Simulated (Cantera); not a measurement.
Mixture: 23.5 % H2, 9.82 % O2, 66.6 % N2, equivalence ratio 1.2, at 4950 Torr, adiabatic and at constant volume. Ignition delay is the time to a rise of 400 K.

Computed with Cantera and the H2/O2 subset of GRI-Mech 3.0, which has no nitrogen chemistry. The hydrogen kinetics of GRI-Mech 3.0 are dated; newer H2 mechanisms differ, most at raised pressure. Below about 950 K walls govern HO2 and H2O2 in real vessels.

Problem. At T0 = 1050 K, what is the delay, and which 7 reactions control it most (d ln τ / d ln k, from doubling and halving each rate constant)?

Solution. The delay is 3.27 ms.
```tsv
reaction	d ln τ / d ln k	faster rate
H + O2 <=> O + OH	-1.19	shortens it
H + O2 + N2 <=> HO2 + N2	0.55	lengthens it
H + H2O2 <=> H2 + HO2	-0.50	shortens it
2 OH (+M) <=> H2O2 (+M)	-0.48	shortens it
H + O2 + M <=> HO2 + M	0.29	lengthens it
H + HO2 <=> 2 OH	-0.15	shortens it
2 HO2 <=> H2O2 + O2	0.08	lengthens it
```
